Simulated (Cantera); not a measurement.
Charge: 1 mol PbO, 0.064 mol H2, equilibrated at 0.000960 bar.

These are equilibrium values from Cantera (NASA tables, ideal gas, pure condensed phases), not measurements of a reactor. Candidate condensed phases: H2O, Pb, PbO, PbO2, Pb3O4; 12 gas species. Kinetics and transport are ignored.

### Question
Which condensed phases are stable at each of these points (T (K)): 575, 600, 625, 650, 675, 700, 725, 750, 775, 800, 825?

### Answer
```
T (K)     condensed phases  Pb condensed (%)
-----  -------------------  ----------------
575       Pb(s) + PbO(red)             100.0
600       Pb(s) + PbO(red)             100.0
625       Pb(l) + PbO(red)             100.0
650       Pb(l) + PbO(red)             100.0
675       Pb(l) + PbO(red)             100.0
700       Pb(l) + PbO(red)             100.0
725       Pb(l) + PbO(red)             100.0
750       Pb(l) + PbO(red)             100.0
775    Pb(l) + PbO(yellow)             100.0
800    Pb(l) + PbO(yellow)             100.0
825    Pb(l) + PbO(yellow)             100.0
```

From 575 K to 600 K the condensed part is Pb(s) + PbO(red). From 625 K to 750 K the condensed part is Pb(l) + PbO(red). From 775 K to 825 K the condensed part is Pb(l) + PbO(yellow).
